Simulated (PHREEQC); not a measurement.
A solution holds 3.2 mol/kgw NaOH and 0.47 mol/kgw Na2SO4, at 20 °C. Closed to the air; pH follows from the charge balance.

Equilibrium calculation in PHREEQC: Pitzer model, pitzer.dat.

The ionic strength comes out as 4.61 mol/kgw. What activity coefficients do SO4-2, Na+, OH- get?

SO4-2 0.021, Na+ 0.68, OH- 0.93. Single-ion values are on the MacInnes scale.

This is a speciation only: nothing precipitates in the calculation. In brines, pH and single-ion activities rest on the MacInnes convention.
